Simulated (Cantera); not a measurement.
An isothermal, constant-pressure homogeneous reactor starts with NO : N2 = 1 : 13 (molar parts), at 2075 K and 1.70 bar.

Detailed kinetics in Cantera: GRI-Mech 3.0 (53 species, 325 reactions).

x: mole fraction; the columns are a selection and need not sum to one.

| t (s) | x NO | x O2 | x N2O | x NO2 | x O |
|---|---|---|---|---|---|
| 6.00e-6 | 0.0714 | 7.89e-11 | 1.00e-7 | 4.28e-9 | 9.98e-8 |
| 2.66e-5 | 0.0714 | 1.51e-9 | 4.17e-7 | 6.19e-8 | 4.28e-7 |
| 0.000118 | 0.0714 | 3.19e-8 | 1.42e-6 | 5.61e-7 | 2.04e-6 |
| 0.000524 | 0.0714 | 9.82e-7 | 2.59e-6 | 3.62e-6 | 1.11e-5 |
| 0.00233 | 0.0713 | 2.86e-5 | 2.70e-6 | 1.09e-5 | 3.27e-5 |
| 0.0103 | 0.0709 | (withheld) | 2.68e-6 | (withheld) | (withheld) |
| 0.0458 | 0.0690 | 0.00118 | 2.55e-6 | 1.51e-5 | 4.63e-5 |
| 0.203 | 0.0601 | 0.00559 | 2.00e-6 | 2.14e-5 | 7.46e-5 |
| 0.901 | 0.0293 | 0.0210 | 6.92e-7 | 1.87e-5 | 0.000132 |
| 4.00 | (withheld) | (withheld) | (withheld) | (withheld) | (withheld) |

### Question
Complete the blanks.

### Answer

- 0.0103, x O2: 0.000234
- 0.0103, x NO2: 1.25e-5
- 0.0103, x O: 3.75e-5
- 4.00, x NO: 0.00475
- 4.00, x O2: 0.0332
- 4.00, x N2O: 3.35e-7
- 4.00, x NO2: 3.76e-6
- 4.00, x O: 0.000164
